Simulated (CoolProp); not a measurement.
Toluene along the isotherm 65.35 °C: density (kg/m³) from the reference equation and from simpler models built on Tc = 318.6 °C, pc = 41.26 bar, ω = 0.266; each cubic takes its own stable root.

The numbers come from the reference Helmholtz-energy equation of state, Lemmon 2006 in CoolProp. It is a short technical equation, of lower accuracy than the large ones.

| p (bar) | phase | reference |
|---|---|---|
| 51.6 | liquid | 829.1 |
| 103 | liquid | 834.0 |
| 155 | liquid | 838.6 |
| 206 | liquid | 842.9 |
| 258 | liquid | 847.1 |
| 309 | liquid | 851.1 |
| 361 | liquid | 855.0 |
| 413 | liquid | 858.7 |

Task: How far does each simpler model (van der Waals, Redlich-Kwong, Soave-Redlich-Kwong) lie from the reference over these 8 states: mean and median of the absolute difference, and the worst?

Result: 
- van der Waals: mean 38.4 %, median 38.2 %, worst -40.1 % at 65.35 °C and 51.6 bar
- Redlich-Kwong: mean 11.6 %, median 11.4 %, worst -12.5 % at 65.35 °C and 51.6 bar
- Soave-Redlich-Kwong: mean 9.9 %, median 9.8 %, worst -10.3 % at 65.35 °C and 51.6 bar
